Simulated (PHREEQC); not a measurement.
Solution A (170 mmol/kgw HNO3 and 37 mmol/kgw KNO3) is mixed with solution B (0.0014 mol K2CO3 per kg of water) at 25 °C; shares are by mass of water, 1 kg in all. O2 is buffered at 0.21 atm. No CO2 enters from the air. No solid was allowed to form.

Computed with PHREEQC (ion-association model, phreeqc.dat).

Q: Predict pH, CO2 (mol/kgw), HCO3- (mol/kgw) at share of solution B = 0.2, 0.25, 0.75.

A: 
```tsv
share of solution B	pH	CO2 (mol/kgw)	HCO3- (mol/kgw)
0.2	0.96	0.000280	1.56e-9
0.25	0.99	0.000350	2.06e-9
0.75	1.46	0.00105	1.66e-8
```
